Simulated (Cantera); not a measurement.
A perfectly stirred reactor is fed with CH₃OH : O₂ : N₂ = 0.0048 : 0.017 : 1 (molar parts), equivalence ratio 0.42, at 4.10 bar; it is held at 1123 K, and followed from long to short residence time.

Detailed kinetics in Cantera: GRI-Mech 3.0 (53 species, 325 reactions). GRI-Mech 3.0 was tuned for natural gas; its chemistry of methanol as a main component is partial and can be far from experiment.

One state of this run: x CH₃OH = 0.00106; x O₂ = 0.0137; x CH₂CO = 7.10e-10; x CH₃ = 5.62e-10; x C₂H₆ = <1e-12; x C₂H₄ = <1e-12. x: mole fraction; the columns are a selection and need not sum to one.

**Question.** Which value of τ (s) does it belong to?
A. 0.029
B. 0.012
C. 0.0019
D. 0.0047

**Answer.** B, 0.012
